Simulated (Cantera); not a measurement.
Charge: 1 mol S, a varied amount of O2, held at 550 °C and 1.33 mbar.

Cantera equilibrium calculation (NASA polynomials, part measured and part estimated; ideal gas, pure solids and liquids). Candidate condensed phases: S; 10 gas species. Gases not in the tables: S3 to S7. Rates play no part.

log p: log10 of the partial pressure in bar; nothing condenses.

```tsv
n(O2) (mol)	log p S2	log p SO2	log p O2	log p SO3	log p S2O	log p SO
0.023	-2.90	-4.23	<-14	-13.84	-5.48	-8.39
0.039	-2.91	-4.01	<-14	-13.50	-5.38	-8.28
0.066	-2.93	___	<-14	___	___	___
0.11	-2.97	-3.58	<-14	-12.84	-5.21	-8.08
0.19	-3.04	-3.37	<-14	-12.51	-5.16	-7.99
0.31	-3.16	-3.20	<-14	-12.22	-5.16	-7.94
0.53	-3.39	-3.04	<-14	-11.92	-5.25	-7.91
0.89	-4.12	-2.90	<-14	-11.53	-5.73	-8.03
1.5	<-14	-3.16	-3.46	-3.53	<-14	<-14
2.5	<-14	___	___	___	<-14	<-14
4.2	<-14	-3.71	-3.00	-3.85	<-14	<-14
```

### Question
Some entries are withheld; supply them.

### Answer

- 0.066, log p SO2: -3.79
- 0.066, log p SO3: -13.16
- 0.066, log p S2O: -5.29
- 0.066, log p SO: -8.17
- 2.5, log p SO2: -3.45
- 2.5, log p O2: -3.12
- 2.5, log p SO3: -3.65
